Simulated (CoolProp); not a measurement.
Vapour-liquid equilibrium of R125 (1) + R143a (2) at 0.0643 MPa; x and y are mole fractions of (1).

Computed with CoolProp (multi-fluid Helmholtz-energy mixture model, Lemmon 2005 and Lemmon and Jacobsen 2000; pair parameters Lemmon 2004).

Give the bubble temperature and the first vapour's composition at x = 0.2, 0.35, 0.5. Is there an azeotrope?

x = 0.2: 217.2 K, y = 0.187; x = 0.35: 217.4 K, y = 0.344; x = 0.5: 217.4 K, y = 0.507. y crosses x between x = 0.35 and 0.5: the model has an azeotrope there.

The pair parameters rest on a limited set of measurements; away from them the model extrapolates.
